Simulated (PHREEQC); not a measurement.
Consider water at 25 °C with 0.14 mol NaHF2 and 2.3e-05 mol Cd(NO3)2 per kg of water. Closed to the air; pH follows from the charge balance.

Computed with PHREEQC (ion-association model, phreeqc.dat).

Precipitation was switched off in this run.

### Question
Order these Cd species by the share of Cd that they hold, largest first: Cd+2, CdF2, CdF+.

### Answer
Cd+2 (68 %), CdF+ (28 %), CdF2 (3.8 %)

The pH is 3.02 and the ionic strength 0.137 mol/kgw.
